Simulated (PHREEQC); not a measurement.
Solution (25 °C): 75 mmol/kgw NH4HF2, 6 mmol/kgw H2SiF6, 28.5 mmol/kgw HBF4 and 0.065 mmol/kgw H2SO4. Closed to the air; pH follows from the charge balance.

All values are PHREEQC results (ion-association model, phreeqc.dat), not measurements.

This is a speciation only: nothing precipitates in the calculation.

Problem. Order these F species by the share of F that they hold, largest first: SiF6-2, BF4-, HF, F-, HF2-.

Solution. BF4- (38 %), HF (34 %), SiF6-2 (12 %), F- (9.2 %), HF2- (7.1 %)

Problem. Order these S species by the share of S that they hold, largest first: NH4SO4-, SO4-2, HSO4-.

Solution. SO4-2 (66 %), NH4SO4- (24 %), HSO4- (10 %)

The pH is 2.49 and the ionic strength 0.0849 mol/kgw. SiF6-2 is the database's only silicon fluoride. Real BF4- forms and hydrolyses slowly; the run takes it at equilibrium.
